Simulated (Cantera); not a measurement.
Input: 1 mol SiCl4, 7 mol NH3, held at 775 K and 0.203 Torr.

Cantera equilibrium calculation (NASA polynomials, part measured and part estimated; ideal gas, pure solids and liquids). Candidate condensed phases: NH4Cl, Si, Si3N4; 28 gas species. Rates play no part.

Base state: H2 0.560, HCl 0.251, N2 0.187, SiCl4 0.00252 (mole fractions); condensed: Si3N4(s).

What changes in the equilibrium state with this change: SiCl4 replaced by trisilylamine?


```json
[
 {"species": "H2", "before": "0.560", "after": "0.882"},
 {"species": "N2", "before": "0.187", "after": "0.118"},
 {"species": "HCl", "before": "0.251", "after": "0"},
 {"species": "SiCl4", "before": "0.00252", "after": "0"},
 {"species": "Si3N4(s), mol", "before": "0.320", "after": "1.00"}
]
```
The feed counts by its element totals alone.

What changes in the equilibrium state with this change: temperature from 775 K to 1448 K?


```csv
species,before,after
H2,0.560,0.587
N2,0.187,0.213
HCl,0.251,0.149
SiCl2,<1e-9,0.0505
H,<1e-9,0.000430
Cl,<1e-9,8.89e-5
SiCl,<1e-9,1.73e-5
"Si3N4(s), mol",0.320,0.0626
```
The tables' values for SiCl3, SiCl are old estimates; treat these amounts as uncertain.
